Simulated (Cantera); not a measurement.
Hydrocarbon pyrolysis for carbon deposition

An isothermal, constant-pressure homogeneous reactor starts with 1.33 % C3H8, 98.7 % H2, at 1100 K and 1.00 bar.

Model: GRI-Mech 3.0 (53 species, 325 reactions), integrated in Cantera. GRI-Mech 3.0 was tuned for natural gas; its chemistry of propane as a main component is partial and can be far from experiment. GRI-Mech 3.0 stops at C3 and has no aromatics, soot or wall deposition, so with more carbon than oxygen in the feed, carbon stays in small species such as C2H2 where larger ones or solid carbon would form.

```
t (s)      x C3H8   x H2      x H     x CH2    x C2H4     x CH4
--------  -------  -----  -------  --------  --------  --------
7.00e-6    0.0133  0.987  9.80e-9    <1e-12   1.36e-8   1.56e-8
4.20e-5    0.0133  0.987  8.29e-8    <1e-12   7.50e-7   6.96e-7
0.000252   0.0133  0.987  5.24e-7    <1e-12   2.96e-5   2.91e-5
0.00151    0.0126  0.986  1.71e-6  2.77e-12  0.000741  0.000744
0.00904   0.00812  0.982  1.62e-6  1.62e-12   0.00492   0.00516
0.0542    0.00141  0.975  8.41e-7    <1e-12   0.00975    0.0121
0.325     7.92e-6  0.973  5.36e-7    <1e-12   0.00849    0.0143
1.95      6.74e-7  0.971  5.21e-7    <1e-12   0.00676    0.0188
11.7      3.58e-7  0.964  3.98e-7    <1e-12   0.00282    0.0312
70.0      2.41e-8  0.960  1.57e-7    <1e-12  0.000312    0.0390
```
x: mole fraction; the columns are a selection and need not sum to one.

Equilibrium at this temperature and pressure: C3H8 3.57e-11, H2 0.960, H 2.55e-8, CH2 <1e-12, C2H4 1.22e-6, CH4 0.0400 (gas phase only).
